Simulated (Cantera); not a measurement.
Feed: 1 mol Si3N4, 0.95 mol H2O, 4.8 mol N2, at 1.00 Torr.

Cantera equilibrium calculation (NASA polynomials, part measured and part estimated; ideal gas, pure solids and liquids). Candidate condensed phases: H2O, Si, SiO2, Si2N2O, Si3N4; 35 gas species. Mutual solubility and eutectic melting of coexisting phases are not modelled. Kinetics and transport are ignored.

What share of the Si ends up in condensed phases as a function of T (K), at 1348, 1398, 1448, 1498, 1548, 1598, 1648, 1698, 1748, 1798?


```
T (K)  Si condensed (%)                    as
-----  ----------------  --------------------
1348              100.0  Si2N2O(s) + Si3N4(s)
1398              100.0  Si2N2O(s) + Si3N4(s)
1448              100.0  Si2N2O(s) + Si3N4(s)
1498              100.0  Si2N2O(s) + Si3N4(s)
1548               99.8  Si2N2O(s) + Si3N4(s)
1598               99.2  Si2N2O(s) + Si3N4(s)
1648               97.0  Si2N2O(s) + Si3N4(s)
1698               83.9     Si(l) + Si2N2O(s)
1748               68.0                 Si(l)
1798               67.6                 Si(l)
```
